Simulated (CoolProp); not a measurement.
Saturation properties of n-undecane.

Model: reference Helmholtz-energy equation of state, Aleksandrov 2011, in CoolProp. It is a short technical equation, of lower accuracy than the large ones.

```
T (K)  p (kPa)  liquid density (kg/m³)  enthalpy of vaporisation (kJ/kg)  vapour Z
-----  -------  ----------------------  --------------------------------  --------
438.6    45.18                   626.0                             283.3    0.9603
452.5    66.51                   614.0                             275.1    0.9482
466.5    95.42                   601.6                             266.6    0.9338
480.5    133.4                   588.6                             257.7    0.9166
494.5        ?                   575.2                             248.3    0.8967
508.5    244.4                   561.1                             238.4    0.8736
522.5        ?                   546.3                             227.9    0.8471
536.4    415.5                   530.6                             216.6    0.8170
550.4    530.4                   513.6                             204.2    0.7823
564.4    668.5                   495.1                             190.5    0.7425
578.4    833.3                       ?                                 ?    0.6965
592.4     1029                   451.2                             157.3         ?
606.4     1261                   423.4                             135.7    0.5775
```

Fill in the missing entries.


- 494.5, p (kPa): 182.4
- 522.5, p (kPa): 321.5
- 578.4, liquid density (kg/m³): 474.6
- 578.4, enthalpy of vaporisation (kJ/kg): 175.1
- 592.4, vapour Z: 0.6426

It boils at 468.9 K under 1 atm.
